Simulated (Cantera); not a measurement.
**NO annealing gas**

An isothermal, constant-pressure homogeneous reactor starts with NO : N2 = 1 : 0.15 (molar parts), at 1850 K and 0.0580 bar.

Model: GRI-Mech 3.0 (53 species, 325 reactions), integrated in Cantera.

| t (s) | x NO | x NO2 | x N2O | x O | x O2 |
|---|---|---|---|---|---|
| 2.00e-5 | 0.870 | 1.03e-9 | 3.14e-7 | 3.13e-7 | 1.11e-10 |
| 6.55e-5 | 0.870 | 1.08e-8 | 1.03e-6 | 1.02e-6 | 1.17e-9 |
| 0.000215 | 0.870 | 1.13e-7 | 3.35e-6 | 3.27e-6 | 1.25e-8 |
| 0.000703 | 0.870 | 1.11e-6 | 1.08e-5 | 1.01e-5 | 1.32e-7 |
| 0.00230 | 0.869 | 9.16e-6 | 3.41e-5 | 2.84e-5 | 1.51e-6 |
| 0.00754 | 0.869 | 4.49e-5 | 9.82e-5 | 6.69e-5 | 2.33e-5 |
| 0.0247 | 0.869 | 7.87e-5 | 0.000216 | 1.00e-4 | 0.000248 |
| 0.0809 | 0.867 | 8.82e-5 | 0.000285 | 0.000112 | 0.00126 |
| 0.265 | 0.860 | 0.000102 | 0.000281 | 0.000123 | 0.00473 |
| 0.869 | 0.837 | 0.000138 | 0.000260 | 0.000152 | 0.0161 |
| 2.85 | 0.764 | 0.000206 | 0.000205 | 0.000217 | 0.0524 |
| 9.32 | 0.563 | 0.000257 | 0.000102 | 0.000333 | 0.153 |
| 30.5 | 0.223 | 0.000150 | 1.46e-5 | 0.000463 | 0.323 |
| 100 | 0.0328 | 2.52e-5 | 3.60e-7 | 0.000522 | 0.418 |
x: mole fraction; the columns are a selection and need not sum to one.

Equilibrium at this temperature and pressure: NO 0.00596, NO2 4.65e-6, N2O 6.92e-8, O 0.000529, O2 0.431 (gas phase only).
